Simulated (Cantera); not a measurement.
Mixture: 5.52 % CH₄, 0.772 % C₂H₆, 0.320 % C₃H₈, 16.2 % O₂, 60.7 % N₂, 16.5 % CO₂, equivalence ratio 0.95, at 0.740 bar, adiabatic and at constant pressure. Ignition delay is the time to a rise of 400 K.

Computed with Cantera and GRI-Mech 3.0 (53 species, 325 reactions).

Question: Predict: delay at 1450 K; delay at 1525 K; delay at 1600 K; delay at 1675 K; delay at 1750 K; apparent activation energy between 1600 and 1750 K.

Answer: delay at 1450 K: 0.363 ms
delay at 1525 K: 0.195 ms
delay at 1600 K: 0.115 ms
delay at 1675 K: 73.1 µs
delay at 1750 K: 49.7 µs
apparent activation energy between 1600 and 1750 K: 130 kJ/mol
